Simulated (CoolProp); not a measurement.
Values from CoolProp's reference Helmholtz-energy equation of state, Akasaka 2024.

Give the vapour pressure (MPa), vapour density (kg/m³) of saturated R1132(E) at 247.7, 259.7, 331.8 K.


```
T (K)  p (MPa)  vapour density (kg/m³)
-----  -------  ----------------------
247.7    0.338                    11.4
259.7    0.525                    17.4
331.8     3.64                     148
```
